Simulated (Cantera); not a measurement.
A Cantera script and its output.

```python
import numpy as np
import cantera as ct

gas = ct.Solution("gri30.yaml")
gas.TPX = 475, 990000, {'C3H8': 1, 'O2': 5.62, 'N2': 21.1, 'CO2': 5.7}
flame = ct.FreeFlame(gas, width=0.008)
flame.set_refine_criteria(ratio=3, slope=0.08, curve=0.16)
flame.transport_model = "mixture-averaged"
flame.solve(loglevel=0, auto=True)
z, T = flame.grid, flame.T
thick = (T[-1] - T[0]) / np.gradient(T, z).max()
show = ['C3H8', 'O2', 'CO2', 'NO', 'OH', 'N2O']
print(f"laminar burning velocity  {flame.velocity[0] * 100:.3f} cm/s")
print(f"burnt temperature         {T[-1]:.1f} K")
print(f"thermal thickness         {thick * 1e3:.4f} mm")
print(f"grid points               {len(z)}")
z0 = z[flame.heat_release_rate.argmax()]
print(f"{'z/mm':>9s}{'T/K':>9s}{'u/(m/s)':>9s}" + "".join(f"{s:>11s}" for s in show))
rows = []
for k in (-3, -2, -1.5, -1, -0.5, -0.25, 0, 0.25, 0.5, 1, 2, 4, 8):
    zz = z0 + k * thick
    rows.append([k * thick, np.interp(zz, z, T), np.interp(zz, z, flame.velocity),
                 *(np.interp(zz, z, flame.X[gas.species_index(s)]) for s in show)])
    print(f"{rows[-1][0] * 1e3:9.3f}{rows[-1][1]:9.1f}{rows[-1][2]:9.3f}" + "".join(f"{x:11.3e}" for x in rows[-1][3:]))
```

Output:

```
laminar burning velocity  14.979 cm/s
burnt temperature         1953.2 K
thermal thickness         0.1219 mm
grid points               139
     z/mm      T/K  u/(m/s)       C3H8         O2        CO2         NO         OH        N2O
   -0.366    475.7    0.150  2.991e-02  1.680e-01  1.705e-01  7.254e-11  2.751e-14  7.792e-11
   -0.244    482.2    0.152  2.987e-02  1.671e-01  1.703e-01  7.421e-10  5.473e-12  1.123e-09
   -0.183    505.0    0.160  2.973e-02  1.643e-01  1.702e-01  3.650e-09  1.672e-10  6.214e-09
   -0.122    603.7    0.192  2.866e-02  1.533e-01  1.707e-01  2.846e-08  6.220e-09  3.671e-08
   -0.061    957.6    0.311  2.027e-02  1.151e-01  1.775e-01  4.216e-07  4.952e-07  1.980e-07
   -0.030   1278.6    0.420  8.396e-03  8.048e-02  1.883e-01  1.369e-06  1.395e-05  3.918e-07
    0.000   1619.7    0.536  1.484e-04  4.452e-02  2.070e-01  2.838e-06  5.074e-04  7.008e-07
    0.030   1778.7    0.586  7.934e-09  2.931e-02  2.256e-01  4.510e-06  1.636e-03  1.079e-06
    0.061   1843.9    0.604  4.807e-13  2.435e-02  2.358e-01  5.634e-06  1.754e-03  1.280e-06
    0.122   1899.0    0.620  4.246e-20  2.065e-02  2.441e-01  6.740e-06  1.421e-03  1.290e-06
    0.244   1932.4    0.629  1.468e-28  1.850e-02  2.490e-01  7.613e-06  9.918e-04  9.351e-07
    0.488   1947.8    0.633  1.562e-38  1.755e-02  2.512e-01  8.265e-06  6.815e-04  4.776e-07
    0.975   1952.5    0.635 -1.437e-36  1.727e-02  2.519e-01  8.926e-06  5.521e-04  2.920e-07
```

Model: GRI-Mech 3.0 (53 species, 325 reactions), integrated in Cantera. GRI-Mech 3.0 was tuned for natural gas; its chemistry of propane as a main component is partial and can be far from experiment. Burning velocities carry a grid error of a few per cent, more on coarse grids.
